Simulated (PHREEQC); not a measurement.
Dissolve 0.02 mol/kgw HF, 5.1e-05 mol/kgw Na2CO3 and 0.00018 mol/kgw KCl at 15 °C. Closed to the air; pH follows from the charge balance.

The numbers come from PHREEQC with the ion-association model, wateq4f.dat.

No solid was allowed to form.

**Question.** Estimate the pH.

**Answer.** pH 2.46.

**Question.** In which forms is F present?

**Answer.** HF 72 %, F- 18 %, H2F2 7.8 %, HF2- 1.8 % of the F.

wateq4f.dat counts part of the HF as a dimer, H2F2, which phreeqc.dat doesn't know; its constant is uncertain.
